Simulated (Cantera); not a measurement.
## Hydrocarbon pyrolysis for carbon deposition

A perfectly stirred reactor is fed with 1.27 % C3H8, 89.9 % H2, 8.86 % N2, at 0.383 Torr; it is held at 1575 K, and followed from long to short residence time.

Computed with Cantera and GRI-Mech 3.0 (53 species, 325 reactions). GRI-Mech 3.0 was tuned for natural gas; its chemistry of propane as a main component is partial and can be far from experiment. GRI-Mech 3.0 stops at C3 and has no aromatics, soot or wall deposition, so with more carbon than oxygen in the feed, carbon stays in small species such as C2H2 where larger ones or solid carbon would form. Radical loss at walls, strong at low pressure, is not modelled.

| τ (s) | x C3H8 | x H2 | x H | x CH2 | x C2H |
|---|---|---|---|---|---|
| 5.7 | 9.97e-6 | 0.887 | 0.00199 | 9.38e-7 | 7.85e-8 |
| 1.5 | 3.53e-5 | 0.885 | 0.00220 | 1.30e-6 | 7.61e-8 |
| 0.40 | 0.000125 | 0.884 | 0.00237 | 1.63e-6 | 6.91e-8 |
| 0.11 | 0.000420 | 0.884 | 0.00255 | 2.09e-6 | 5.19e-8 |
| 0.028 | 0.00148 | 0.885 | 0.00262 | 2.86e-6 | 2.29e-8 |
| 0.0075 | 0.00479 | 0.889 | 0.00197 | 2.74e-6 | 2.97e-9 |
| 0.0020 | 0.0101 | 0.895 | 0.000780 | 6.46e-7 | 3.41e-11 |
x: mole fraction; the columns are a selection and need not sum to one.
